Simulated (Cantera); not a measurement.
What does this Cantera script print?

```python
import numpy as np
import cantera as ct

gas = ct.Solution("gri30.yaml")
gas.TPX = 1950, 190, {'C2H6': 9.5, 'N2': 190}
reactor = ct.IdealGasConstPressureReactor(gas, energy="off", clone=False)
net = ct.ReactorNet([reactor])
net.rtol, net.atol = 1e-08, 1e-18
show = ['C2H6', 'CH3', 'C2H4', 'CH2', 'HCN']
times = np.geomspace(3e-05, 4, 13)

steps = ct.SolutionArray(gas, extra=["t"])
rows = []
print(f"{'t/s':>10s}{'T/K':>9s}{'P/Pa':>11s}" + "".join(f"{s:>11s}" for s in show))
for t in times:
    while net.time < t:
        t_next = net.step()
        steps.append(gas.state, t=t_next)
    rows.append([np.interp(t, steps.t, y) for y in (steps.T, steps.P, *steps(*show).X.T)])
    print(f"{t:10.3e}{rows[-1][0]:9.1f}{rows[-1][1]:11.4g}" + "".join(f"{x:11.3e}" for x in rows[-1][2:]))
rate = np.gradient(steps.T, steps.t)
print("integrator steps:", len(steps.t))
if steps.T.max() > steps.T[0] + 200:
    print(f"time of steepest temperature rise: {steps.t[rate.argmax()]:.4e} s")
gas.TPX = 1950, 190, {'C2H6': 9.5, 'N2': 190}
gas.equilibrate("TP")
print(f"equilibrium (TP): T = {gas.T:.1f} K  " + "  ".join(f"{s} {gas[s].X[0]:.3e}" for s in show))
```

It prints:

```
       t/s      T/K       P/Pa       C2H6        CH3       C2H4        CH2        HCN
 3.000e-05   1950.0        190  4.538e-02  4.239e-03  8.210e-07  2.059e-07  9.735e-13
 8.020e-05   1950.0        190  4.185e-02  1.074e-02  1.417e-05  3.849e-06  2.522e-11
 2.144e-04   1950.0        190  3.337e-02  2.439e-02  3.435e-04  5.204e-05  8.517e-09
 5.733e-04   1950.0        190  1.544e-02  4.121e-02  5.489e-03  2.587e-04  1.988e-06
 1.533e-03   1950.0        190  9.055e-04  3.164e-02  1.487e-02  3.550e-04  2.431e-05
 4.097e-03   1950.0        190  7.338e-06  9.156e-03  7.233e-03  1.599e-04  6.176e-05
 1.095e-02   1950.0        190  1.339e-06  3.310e-03  1.621e-03  5.780e-05  8.241e-05
 2.929e-02   1950.0        190  3.959e-07  1.595e-03  3.040e-04  2.369e-05  9.479e-05
 7.830e-02   1950.0        190  1.313e-07  8.565e-04  8.656e-05  1.085e-05  1.045e-04
 2.093e-01   1950.0        190  4.471e-08  4.861e-04  2.852e-05  5.877e-06  1.145e-04
 5.596e-01   1950.0        190  1.203e-08  2.563e-04  7.681e-06  3.604e-06  1.305e-04
 1.496e+00   1950.0        190  1.469e-09  9.542e-05  1.106e-06  1.853e-06  1.631e-04
 4.000e+00   1950.0        190  4.650e-11  1.912e-05  1.673e-07  5.719e-07  2.176e-04
integrator steps: 1257
equilibrium (TP): T = 1950.0 K  C2H6 1.536e-15  CH3 1.801e-07  C2H4 1.555e-08  CH2 2.080e-08  HCN 6.434e-02
```

Computed with Cantera and GRI-Mech 3.0 (53 species, 325 reactions). GRI-Mech 3.0 stops at C3 and has no aromatics, soot or wall deposition, so with more carbon than oxygen in the feed, carbon stays in small species such as C2H2 where larger ones or solid carbon would form. Radical loss at walls, strong at low pressure, is not modelled.
